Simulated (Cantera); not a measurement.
Input: 1 mol Cr, a varied amount of O₂, 2.4 mol H₂, at 51.0 Torr.

Points: T (K) = 1648, 1698, 1748, 1798, 1848, 1898, 1948, 1998, 2048, 2098, 2148; n(O2) (mol) = 0.048, 0.059, 0.073, 0.09, 0.11, 0.14, 0.17, 0.21, 0.26, 0.32, 0.39, 0.49, 0.6.

Cantera's Mixture.equilibrate('TP', solver="vcs", rtol=1e-11, max_steps=5000) on the NASA tables stopped like this:

```
ERROR: FAILURE its = 5001!

*******************************************************************************
CanteraError thrown by MultiPhase::equilibrate:
VCS solver failed. Return code: -1
*******************************************************************************
```

Problem. What got this run through?

Solution. One answer among several that fit: The failure is numerical, not chemical. The same input converged with solver="gibbs", rtol=1e-10, max_steps=50000, and the result passed a check of the equilibrium conditions:
```
   1648      0.048  Cr(cr) + Cr2O3(s)
   1648      0.059  Cr(cr) + Cr2O3(s)
   1648      0.073  Cr(cr) + Cr2O3(s)
   1648       0.09  Cr(cr) + Cr2O3(s)
   1648       0.11  Cr(cr) + Cr2O3(s)
   1648       0.14  Cr(cr) + Cr2O3(s)
   1648       0.17  Cr(cr) + Cr2O3(s)
   1648       0.21  Cr(cr) + Cr2O3(s)
   1648       0.26  Cr(cr) + Cr2O3(s)
   1648       0.32  Cr(cr) + Cr2O3(s)
   1648       0.39  Cr(cr) + Cr2O3(s)
   1648       0.49  Cr(cr) + Cr2O3(s)
   1648        0.6  Cr(cr) + Cr2O3(s)
   1698      0.048  Cr(cr) + Cr2O3(s)
   1698      0.059  Cr(cr) + Cr2O3(s)
   1698      0.073  Cr(cr) + Cr2O3(s)
   1698       0.09  Cr(cr) + Cr2O3(s)
   1698       0.11  Cr(cr) + Cr2O3(s)
   1698       0.14  Cr(cr) + Cr2O3(s)
   1698       0.17  Cr(cr) + Cr2O3(s)
   1698       0.21  Cr(cr) + Cr2O3(s)
   1698       0.26  Cr(cr) + Cr2O3(s)
   1698       0.32  Cr(cr) + Cr2O3(s)
   1698       0.39  Cr(cr) + Cr2O3(s)
   1698       0.49  Cr(cr) + Cr2O3(s)
   1698        0.6  Cr(cr) + Cr2O3(s)
   1748      0.048  Cr(cr) + Cr2O3(s)
   1748      0.059  Cr(cr) + Cr2O3(s)
   1748      0.073  Cr(cr) + Cr2O3(s)
   1748       0.09  Cr(cr) + Cr2O3(s)
   1748       0.11  Cr(cr) + Cr2O3(s)
   1748       0.14  Cr(cr) + Cr2O3(s)
   1748       0.17  Cr(cr) + Cr2O3(s)
   1748       0.21  Cr(cr) + Cr2O3(s)
   1748       0.26  Cr(cr) + Cr2O3(s)
   1748       0.32  Cr(cr) + Cr2O3(s)
   1748       0.39  Cr(cr) + Cr2O3(s)
   1748       0.49  Cr(cr) + Cr2O3(s)
   1748        0.6  Cr(cr) + Cr2O3(s)
   1798      0.048  Cr(cr) + Cr2O3(s)
   1798      0.059  Cr(cr) + Cr2O3(s)
   1798      0.073  Cr(cr) + Cr2O3(s)
   1798       0.09  Cr(cr) + Cr2O3(s)
   1798       0.11  Cr(cr) + Cr2O3(s)
   1798       0.14  Cr(cr) + Cr2O3(s)
   1798       0.17  Cr(cr) + Cr2O3(s)
   1798       0.21  Cr(cr) + Cr2O3(s)
   1798       0.26  Cr(cr) + Cr2O3(s)
   1798       0.32  Cr(cr) + Cr2O3(s)
   1798       0.39  Cr(cr) + Cr2O3(s)
   1798       0.49  Cr(cr) + Cr2O3(s)
   1798        0.6  Cr(cr) + Cr2O3(s)
   1848      0.048  Cr(cr) + Cr2O3(s)
   1848      0.059  Cr(cr) + Cr2O3(s)
   1848      0.073  Cr(cr) + Cr2O3(s)
   1848       0.09  Cr(cr) + Cr2O3(s)
   1848       0.11  Cr(cr) + Cr2O3(s)
   1848       0.14  Cr(cr) + Cr2O3(s)
   1848       0.17  Cr(cr) + Cr2O3(s)
   1848       0.21  Cr(cr) + Cr2O3(s)
   1848       0.26  Cr(cr) + Cr2O3(s)
   1848       0.32  Cr(cr) + Cr2O3(s)
   1848       0.39  Cr(cr) + Cr2O3(s)
   1848       0.49  Cr(cr) + Cr2O3(s)
   1848        0.6  Cr(cr) + Cr2O3(s)
   1898      0.048  Cr(cr) + Cr2O3(s)
   1898      0.059  Cr(cr) + Cr2O3(s)
   1898      0.073  Cr(cr) + Cr2O3(s)
   1898       0.09  Cr(cr) + Cr2O3(s)
   1898       0.11  Cr(cr) + Cr2O3(s)
   1898       0.14  Cr(cr) + Cr2O3(s)
   1898       0.17  Cr(cr) + Cr2O3(s)
   1898       0.21  Cr(cr) + Cr2O3(s)
   1898       0.26  Cr(cr) + Cr2O3(s)
   1898       0.32  Cr(cr) + Cr2O3(s)
   1898       0.39  Cr(cr) + Cr2O3(s)
   1898       0.49  Cr(cr) + Cr2O3(s)
   1898        0.6  Cr(cr) + Cr2O3(s)
   1948      0.048  Cr(cr) + Cr2O3(s)
   1948      0.059  Cr(cr) + Cr2O3(s)
   1948      0.073  Cr(cr) + Cr2O3(s)
   1948       0.09  Cr(cr) + Cr2O3(s)
   1948       0.11  Cr(cr) + Cr2O3(s)
   1948       0.14  Cr(cr) + Cr2O3(s)
   1948       0.17  Cr(cr) + Cr2O3(s)
   1948       0.21  Cr(cr) + Cr2O3(s)
   1948       0.26  Cr(cr) + Cr2O3(s)
   1948       0.32  Cr(cr) + Cr2O3(s)
   1948       0.39  Cr(cr) + Cr2O3(s)
   1948       0.49  Cr(cr) + Cr2O3(s)
   1948        0.6  Cr(cr) + Cr2O3(s)
   1998      0.048  Cr(cr) + Cr2O3(s)
   1998      0.059  Cr(cr) + Cr2O3(s)
   1998      0.073  Cr(cr) + Cr2O3(s)
   1998       0.09  Cr(cr) + Cr2O3(s)
   1998       0.11  Cr(cr) + Cr2O3(s)
   1998       0.14  Cr(cr) + Cr2O3(s)
   1998       0.17  Cr(cr) + Cr2O3(s)
   1998       0.21  Cr(cr) + Cr2O3(s)
   1998       0.26  Cr(cr) + Cr2O3(s)
   1998       0.32  Cr(cr) + Cr2O3(s)
   1998       0.39  Cr(cr) + Cr2O3(s)
   1998       0.49  Cr(cr) + Cr2O3(s)
   1998        0.6  Cr(cr) + Cr2O3(s)
   2048      0.048  Cr(cr) + Cr2O3(s)
   2048      0.059  Cr(cr) + Cr2O3(s)
   2048      0.073  Cr(cr) + Cr2O3(s)
   2048       0.09  Cr(cr) + Cr2O3(s)
   2048       0.11  Cr(cr) + Cr2O3(s)
   2048       0.14  Cr(cr) + Cr2O3(s)
   2048       0.17  Cr(cr) + Cr2O3(s)
   2048       0.21  Cr(cr) + Cr2O3(s)
   2048       0.26  Cr(cr) + Cr2O3(s)
   2048       0.32  Cr(cr) + Cr2O3(s)
   2048       0.39  Cr(cr) + Cr2O3(s)
   2048       0.49  Cr(cr) + Cr2O3(s)
   2048        0.6  Cr(cr) + Cr2O3(s)
   2098      0.048  Cr(cr) + Cr2O3(s)
   2098      0.059  Cr(cr) + Cr2O3(s)
   2098      0.073  Cr(cr) + Cr2O3(s)
   2098       0.09  Cr(cr) + Cr2O3(s)
   2098       0.11  Cr(cr) + Cr2O3(s)
   2098       0.14  Cr(cr) + Cr2O3(s)
   2098       0.17  Cr(cr) + Cr2O3(s)
   2098       0.21  Cr(cr) + Cr2O3(s)
   2098       0.26  Cr(cr) + Cr2O3(s)
   2098       0.32  Cr(cr) + Cr2O3(s)
   2098       0.39  Cr(cr) + Cr2O3(s)
   2098       0.49  Cr(cr) + Cr2O3(s)
   2098        0.6  Cr(cr) + Cr2O3(s)
   2148      0.048  Cr(L) + Cr2O3(s)
   2148      0.059  Cr(
```

The gas is ideal and each condensed phase is pure. Mutual solubility and eutectic melting of coexisting phases are not modelled.
